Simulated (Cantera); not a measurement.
Cantera run, input and output.

```python
import numpy as np
import cantera as ct

gas = ct.Solution("SiF4_NH3_mec.yaml", "gas")
gas.TPX = 1950, 100000, {'NH3': 1, 'N2': 0.16}
inlet = ct.Reservoir(gas, clone=True)

reactor = ct.IdealGasConstPressureReactor(gas, energy="off", clone=False)
exhaust = ct.Reservoir(gas, clone=True)
tau = [29, 7.8, 2.1, 0.56, 0.15, 0.04, 0.011, 0.0028, 0.00076][0]
for a, b in ((inlet, reactor), (reactor, exhaust)):
    ct.MassFlowController(a, b, mdot=lambda t: reactor.mass / tau)
net = ct.ReactorNet([reactor])
show = ['NH3', 'N2H4', 'H', 'H2', 'NH', 'N']

rows = []
print(f"{'tau/s':>10s}{'T/K':>9s}" + "".join(f"{s:>11s}" for s in show))
for tau in [29, 7.8, 2.1, 0.56, 0.15, 0.04, 0.011, 0.0028, 0.00076]:
    net.initial_time = 0.0
    net.advance(30 * tau)
    before = gas.X
    net.advance(40 * tau)
    drift = np.max(np.abs(gas.X - before) / (gas.X + 1e-9))
    rows.append([gas.T, *gas[show].X, drift])
    print(f"{tau:10.3e}{gas.T:9.1f}" + "".join(f"{x:11.3e}" for x in gas[show].X))
```

Output:

```
     tau/s      T/K        NH3       N2H4          H         H2         NH          N
 2.900e+01   1950.0  5.263e-03  2.625e-10  8.882e-04  6.894e-01  9.066e-07  1.433e-07
 7.800e+00   1950.0  1.188e-02  1.080e-09  7.923e-04  6.842e-01  1.649e-06  2.337e-07
 2.100e+00   1950.0  2.989e-02  4.713e-09  6.436e-04  6.698e-01  2.842e-06  3.323e-07
 5.600e-01   1950.0  8.159e-02  2.097e-08  4.664e-04  6.282e-01  4.579e-06  4.082e-07
 1.500e-01   1950.0  2.154e-01  8.262e-08  2.907e-04  5.205e-01  6.656e-06  4.320e-07
 4.000e-02   1950.0  4.605e-01  2.360e-07  1.428e-04  3.230e-01  8.300e-06  3.893e-07
 1.100e-02   1950.0  6.909e-01  4.289e-07  5.497e-05  1.373e-01  8.468e-06  2.768e-07
 2.800e-03   1950.0  8.106e-01  5.857e-07  1.673e-05  4.082e-02  7.125e-06  1.202e-07
 7.600e-04   1950.0  8.477e-01  6.269e-07  4.909e-06  1.096e-02  5.639e-06  3.579e-08
```

Model: the gas-phase N/H chemistry of the illustrative SiF4/NH3 mechanism in the Surface Chemkin manual (1991), integrated in Cantera. Walls and surfaces, which speed up NH3 decomposition in real reactors, are not modelled.
